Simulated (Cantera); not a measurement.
An isothermal, constant-pressure homogeneous reactor starts with H₂ : O₂ = 0.0042 : 1 (molar parts), equivalence ratio 0.0021, at 1400 K and 1330 Pa.

Model: the H2/O2 subset of GRI-Mech 3.0, which has no nitrogen chemistry, integrated in Cantera. Radical loss at walls, strong at low pressure, is not modelled.

x: mole fraction; the columns are a selection and need not sum to one.

| t (s) | x H₂ | x O₂ | x H₂O₂ | x OH | x H₂O |
|---|---|---|---|---|---|
| 2.00e-5 | 0.00418 | 0.996 | <1e-12 | 7.27e-10 | 8.90e-12 |
| 8.98e-5 | 0.00418 | 0.996 | <1e-12 | 6.96e-9 | 4.42e-10 |
| 0.000403 | 0.00418 | 0.996 | 1.09e-11 | 4.59e-8 | 1.39e-8 |
| 0.00181 | 0.00418 | 0.996 | 1.57e-10 | 6.87e-7 | 6.58e-7 |
| 0.00814 | … | 0.993 | … | … | … |
| 0.0366 | 6.93e-6 | 0.992 | 3.74e-9 | 0.000559 | 0.00387 |
| 0.164 | 6.20e-6 | 0.992 | 3.57e-9 | 0.000529 | 0.00389 |
| 0.737 | … | 0.993 | … | … | 0.00396 |
| 3.31 | 1.13e-6 | 0.995 | 1.46e-9 | 0.000226 | 0.00407 |
| 14.9 | 1.33e-7 | 0.996 | 3.02e-10 | 7.77e-5 | 0.00415 |
| 66.8 | 2.00e-8 | 0.996 | 6.23e-11 | 3.02e-5 | 0.00418 |
| 300 | 1.65e-8 | 0.996 | 5.38e-11 | 2.74e-5 | 0.00418 |

Q: What belongs in the gaps?

A: 
- 0.00814, x H₂: 0.00167
- 0.00814, x H₂O₂: 9.74e-9
- 0.00814, x OH: 0.00104
- 0.00814, x H₂O: 0.00195
- 0.737, x H₂: 4.00e-6
- 0.737, x H₂O₂: 2.94e-9
- 0.737, x OH: 0.000425
